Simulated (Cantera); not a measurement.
Silicon epitaxy and polysilicon growth: Si3H8 + N2

Charge: 1 mol Si3H8, 25 mol N2, held at 948.15 K and 10.0 Torr.

Method: chemical equilibrium by Gibbs-energy minimisation in Cantera with the NASA 1993 tables (ideal gas, pure condensed phases). Candidate condensed phases: Si, Si3N4; 18 gas species. The feed counts by its element totals alone. N2 is the only nitrogen source here; it is nearly inert below about 1500 K, so the nitride shown seldom forms there in practice. Equilibrium is a limit: real reactors are often held back by kinetics, nucleation or transport.

```json
{
  "x(N2)": "0.852",
  "x(H2)": "0.148",
  "n(Si3N4(s))": "1.00 mol",
  "gas_amount": "27.00 mol",
  "log10 activity of Si(s) (absent)": "-6.61"
}
```
